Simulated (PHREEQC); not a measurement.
Make-up at 25 °C: 0.0018 mol/kgw NaHCO3 and 0.046 mol/kgw Na2B4O7. Closed to the air; pH follows from the charge balance.

Computed with PHREEQC (Pitzer model, pitzer.dat).

This is a speciation only: nothing precipitates in the calculation.

**Question.** Order these C species by the share of C that they hold, largest first: CO3-2, CO2, HCO3-.

**Answer.** HCO3- (84 %), CO3-2 (16 %), CO2 (0.10 %)

**Question.** Order these B species by the share of B that they hold, largest first: B(OH)3, B4O5(OH)4-2, B3O3(OH)4-, B(OH)4-.

**Answer.** B(OH)4- (36 %), B(OH)3 (30 %), B3O3(OH)4- (20 %), B4O5(OH)4-2 (14 %)

The pH is 9.20 and the ionic strength 0.100 mol/kgw. Species that the database lacks are ignored.
